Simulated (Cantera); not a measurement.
Premixed flame

A freely propagating, adiabatic, planar premixed flame of C3H8 : O2 : N2 = 1 : 4.55 : 15.9 (molar parts), unburnt at 550 K and 0.670 bar; mixture-averaged transport, grid criteria slope 0.08 and curve 0.16, no radiation.

Model: GRI-Mech 3.0 (53 species, 325 reactions), integrated in Cantera. GRI-Mech 3.0 was tuned for natural gas; its chemistry of propane as a main component is partial and can be far from experiment. Burning velocities carry a grid error of a few per cent, more on coarse grids.

```json
[
 {"z (mm)": "-1.08", "T (K)": "550", "u (m/s)": "1.60", "x C3H8": "0.0466", "x O2": "0.212", "x CO2": "7.04e-8", "x H": "<1e-8", "x HO2": "7.42e-8", "x O": "<1e-8"},
 {"z (mm)": "-0.717", "T (K)": "551", "u (m/s)": "1.61", "x C3H8": "0.0465", "x O2": "0.211", "x CO2": "1.89e-6", "x H": "<1e-8", "x HO2": "1.33e-6", "x O": "<1e-8"},
 {"z (mm)": "-0.538", "T (K)": "555", "u (m/s)": "1.63", "x C3H8": "0.0463", "x O2": "0.210", "x CO2": "1.18e-5", "x H": "1.02e-8", "x HO2": "6.25e-6", "x O": "<1e-8"},
 {"z (mm)": "-0.358", "T (K)": "588", "u (m/s)": "1.74", "x C3H8": "0.0458", "x O2": "0.206", "x CO2": "0.000136", "x H": "9.42e-7", "x HO2": "3.80e-5", "x O": "1.60e-8"},
 {"z (mm)": "-0.179", "T (K)": "919", "u (m/s)": "2.80", "x C3H8": "0.0354", "x O2": "0.172", "x CO2": "0.00278", "x H": "0.000130", "x HO2": "0.000137", "x O": "4.81e-6"},
 {"z (mm)": "-0.0896", "T (K)": "1346", "u (m/s)": "4.27", "x C3H8": "0.0130", "x O2": "0.126", "x CO2": "0.00891", "x H": "0.00117", "x HO2": "0.000319", "x O": "0.000123"},
 {"z (mm)": "0", "T (K)": "1761", "u (m/s)": "5.74", "x C3H8": "0.000528", "x O2": "0.0738", "x CO2": "0.0200", "x H": "0.00529", "x HO2": "0.000202", "x O": "0.00111"},
 {"z (mm)": "0.0896", "T (K)": "1958", "u (m/s)": "6.42", "x C3H8": "1.11e-6", "x O2": "0.0419", "x CO2": "0.0331", "x H": "0.0103", "x HO2": "2.74e-5", "x O": "0.00353"},
 {"z (mm)": "0.179", "T (K)": "2012", "u (m/s)": "6.58", "x C3H8": "<1e-8", "x O2": "0.0280", "x CO2": "0.0450", "x H": "0.0135", "x HO2": "6.11e-6", "x O": "0.00552"},
 {"z (mm)": "0.358", "T (K)": "2048", "u (m/s)": "6.66", "x C3H8": "<1e-8", "x O2": "0.0199", "x CO2": "0.0597", "x H": "0.0156", "x HO2": "3.62e-6", "x O": "0.00637"},
 {"z (mm)": "0.717", "T (K)": "2092", "u (m/s)": "6.76", "x C3H8": "<1e-8", "x O2": "0.0167", "x CO2": "0.0690", "x H": "0.0151", "x HO2": "2.95e-6", "x O": "0.00595"},
 {"z (mm)": "1.43", "T (K)": "2148", "u (m/s)": "6.92", "x C3H8": "<1e-8", "x O2": "0.0148", "x CO2": "0.0723", "x H": "0.0128", "x HO2": "2.44e-6", "x O": "0.00504"},
 {"z (mm)": "2.87", "T (K)": "2222", "u (m/s)": "7.12", "x C3H8": "<1e-8", "x O2": "0.0125", "x CO2": "0.0751", "x H": "0.00957", "x HO2": "1.90e-6", "x O": "0.00381"}
]
```
x: mole fraction of selected species; z is measured from the peak of heat release.

The laminar burning velocity is 160 cm/s, the thermal thickness is 0.358 mm and the peak x(H) is 0.0157. The peak x(HO2) comes out as 0.000348 and the peak x(O) is 0.00637. The grid points is 150.
